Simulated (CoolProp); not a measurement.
Vapour-liquid equilibrium of ethanol (1) + hexamethyldisiloxane (MM) (2) at 458.9 K; x and y are mole fractions of (1).

Values from CoolProp's multi-fluid Helmholtz-energy mixture model, Schroeder 2014 and Thol 2016; pair parameters Bell 2016.

Give the bubble pressure and the first vapour's composition at x = 0.15, 0.45, 0.65. Is there an azeotrope?

x = 0.15: 11.31 bar, y = 0.367; x = 0.45: 16.49 bar, y = 0.633; x = 0.65: 18.94 bar, y = 0.759. No azeotrope shows between x = 0.05 and 0.95.

The pair parameters rest on a limited set of measurements; away from them the model extrapolates.
